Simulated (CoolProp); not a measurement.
Vapour-liquid equilibrium of n-pentane (1) + toluene (2) at 0.215 MPa; x and y are mole fractions of (1).

Values from CoolProp's multi-fluid Helmholtz-energy mixture model, Thol 2019 and Lemmon 2006; pair parameters Bell 2016.

```
x     bubble temperature, mixture model (K)  bubble temperature, Raoult's law (K)  y, mixture model  y, Raoult's law
----  -------------------------------------  ------------------------------------  ----------------  ---------------
0.05                                  400.2                                 402.7             0.286            0.255
0.2                                   375.4                                 380.8             0.681            0.653
0.35                                  361.4                                 366.0             0.824            0.820
0.5                                   352.2                                 355.3             0.893            0.903
0.65                                  345.4                                 347.0             0.935            0.949
0.8                                   339.8                                 340.3             0.966            0.977
0.95                                  334.8                                 334.8             0.992            0.995
```

The largest gap from Raoult's law is -5.4 K in bubble temperature, at x = 0.2. No azeotrope shows between x = 0.05 and 0.95.

Pair parameters are fitted to limited data, so mixtures are less certain than the pure fluids.
